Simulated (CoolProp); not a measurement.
The numbers come from the reference Helmholtz-energy equation of state, Wagner 2002 in CoolProp.

Problem. For water, give the phase and the cp (kJ/(kg K)), cv (kJ/(kg K)), expansivity (1/kK), viscosity (µPa s) at 727.5 K and 138 bar; 727.5 K and 368 bar.

Solution. 
- 727.5 K and 138 bar: gas; cp 3.09, cv 2.00, expansivity 2.50, viscosity 27.3
- 727.5 K and 368 bar: supercritical; cp 9.11, cv 2.84, expansivity 10.3, viscosity 35.5

Viscosity comes from a separate model (Huber 2009).
